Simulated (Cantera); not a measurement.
**Gas-phase reforming**

An isothermal, constant-pressure homogeneous reactor starts with CH4 : H2O = 1 : 0.6 (molar parts), at 1973 K and 1000000 Pa.

Computed with Cantera and GRI-Mech 3.0 (53 species, 325 reactions). GRI-Mech 3.0 stops at C3 and has no aromatics, soot or wall deposition, so with more carbon than oxygen in the feed, carbon stays in small species such as C2H2 where larger ones or solid carbon would form.

```json
[
 {"t (s)": "0.000100", "x CH4": "0.183", "x H2O": "0.269", "x C2H2": "0.124", "x HO2": "3.86e-12", "x H": "0.000246"},
 {"t (s)": "0.000389", "x CH4": "0.0777", "x H2O": "0.229", "x C2H2": "0.151", "x HO2": "2.83e-12", "x H": "0.000302"},
 {"t (s)": "0.00152", "x CH4": "0.0425", "x H2O": "0.179", "x C2H2": "0.140", "x HO2": "1.71e-12", "x H": "0.000332"},
 {"t (s)": "0.00590", "x CH4": "0.0351", "x H2O": "0.0997", "x C2H2": "0.100", "x HO2": "<1e-12", "x H": "0.000348"},
 {"t (s)": "0.0230", "x CH4": "0.0281", "x H2O": "0.0281", "x C2H2": "0.0634", "x HO2": "<1e-12", "x H": "0.000362"},
 {"t (s)": "0.0894", "x CH4": "0.0249", "x H2O": "0.00121", "x C2H2": "0.0495", "x HO2": "<1e-12", "x H": "0.000367"},
 {"t (s)": "0.348", "x CH4": "0.0248", "x H2O": "1.75e-5", "x C2H2": "0.0489", "x HO2": "<1e-12", "x H": "0.000367"},
 {"t (s)": "1.36", "x CH4": "0.0248", "x H2O": "1.75e-5", "x C2H2": "0.0489", "x HO2": "<1e-12", "x H": "0.000367"},
 {"t (s)": "5.28", "x CH4": "0.0248", "x H2O": "1.75e-5", "x C2H2": "0.0489", "x HO2": "<1e-12", "x H": "0.000367"},
 {"t (s)": "20.5", "x CH4": "0.0248", "x H2O": "1.75e-5", "x C2H2": "0.0489", "x HO2": "<1e-12", "x H": "0.000367"},
 {"t (s)": "80.0", "x CH4": "0.0248", "x H2O": "1.75e-5", "x C2H2": "0.0489", "x HO2": "<1e-12", "x H": "0.000367"}
]
```
x: mole fraction; the columns are a selection and need not sum to one.

Equilibrium at this temperature and pressure: CH4 0.0248, H2O 1.78e-5, C2H2 0.0489, HO2 <1e-12, H 0.000367 (gas phase only).
